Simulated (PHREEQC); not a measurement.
0.5 mol of Hydroxyapatite (Ca5(PO4)3OH) is brought to equilibrium with 1 kg of water holding 2 mmol/kgw HCl, with rising amounts of NaBr, at 20 °C. O2 is buffered at 0.21 atm. The system is closed to CO2. Solids allowed: Hydroxyapatite, Halite. Others were left out.

Computed with PHREEQC (ion-association model, phreeqc.dat).

```csv
NaBr added (mol),pH,dissolved Ca (mol/kgw),dissolved P (mol/kgw),HPO4-2 (mol/kgw)
0,6.13,0.00151,0.000904,7.77e-5
0.0208,6.23,0.00154,0.000922,0.000121
0.0417,6.28,0.00156,0.000935,0.000150
0.0625,6.32,0.00158,0.000946,0.000173
0.0833,6.34,0.00159,0.000955,0.000193
0.104,6.37,0.00161,0.000963,0.000210
0.125,6.38,0.00162,0.000971,0.000225
0.146,6.40,0.00163,0.000978,0.000239
0.167,6.41,0.00164,0.000985,0.000252
0.188,6.42,0.00165,0.000991,0.000264
0.208,6.43,0.00166,0.000997,0.000274
0.229,6.44,0.00167,0.00100,0.000284
0.25,6.45,0.00168,0.00101,0.000293
```

Species that the database lacks are ignored.
